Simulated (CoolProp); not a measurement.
A single-stage vapour-compression cycle with propylene: evaporating at 258.15 K (dew point), condensing at 326.15 K (bubble point), superheat 0 K, subcooling 2 K, compressor efficiency 0.8, no pressure losses. Each further row changes one setting.

Model: reference Helmholtz-energy equation of state, Lemmon 2013, in CoolProp.

| case | cooling COP | pressure ratio | discharge temperature (K) | refrigerating effect (kJ/kg) | volumetric capacity (kJ/m³) |
|---|---|---|---|---|---|
| as stated | 2.03 | 6.03 | 352.0 | 226 | 1760 |
| evaporating temperature 263.15 K | 2.29 | 5.11 | 349.4 | 231 | 2110 |
| condensing temperature 321.15 K | 2.30 | 5.42 | 345.9 | 241 | 1880 |
| subcooling 7 K | 2.16 | 6.03 | 352.0 | 241 | 1880 |
| superheat 10 K | 2.05 | 6.03 | 362.0 | 241 | 1790 |
| compressor efficiency 0.7 | 1.77 | 6.03 | 359.4 | 226 | 1760 |
